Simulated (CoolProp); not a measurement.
A Linde-Hampson liquefier for nitrogen: isothermal reversible compression at 230 K from 1 atm to 10 MPa, throttling to 1 atm, return gas leaving the recuperator 2 K below the feed. Each further row changes one setting.

Computed with CoolProp (reference Helmholtz-energy equation of state, Span 2000).

```csv
case,liquid yield per pass,compression work (kJ/kg of gas)
as stated,0.093,307
high pressure 20 MPa,0.156,351
warm-end temperature 260 K,0.063,351
warm-end gap 7 K,0.079,307
```
